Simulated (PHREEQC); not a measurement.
Consider water at 93 °C and 10 atm with 0.07 mol/kgw Cu(NO3)2 and 0.00068 mol/kgw Na2SO4. Closed to the air; pH follows from the charge balance.

Equilibrium calculation in PHREEQC: ion-association model, phreeqc.dat.

```
Quantity                      Value
--------------------  -------------
pH                             3.55
ionic strength        0.210 mol/kgw
specific conductance    35500 µS/cm
density                 0.974 g/cm³
```

```csv
species,molality,activity,log γ
NO3-,0.140,0.0917,-0.184
Cu+2,0.0692,0.0192,-0.558
Na+,0.00136,0.000967,-0.148
CuSO4,0.000377,0.000396,0.021
H+,0.000366,0.000282,-0.112
SO4-2,0.000287,6.95e-5,-0.615
Cu2(OH)2+2,0.000190,4.86e-5,-0.592
HSO4-,1.59e-5,1.13e-5,-0.148
CuOH+,9.90e-7,6.75e-7,-0.166
NaSO4-,6.72e-7,4.80e-7,-0.147
```

This is a speciation only: nothing precipitates in the calculation. Complexes and solids missing from the database can't appear. At this temperature some constants are extrapolated from 25 °C, and those without enthalpy data are left unchanged.
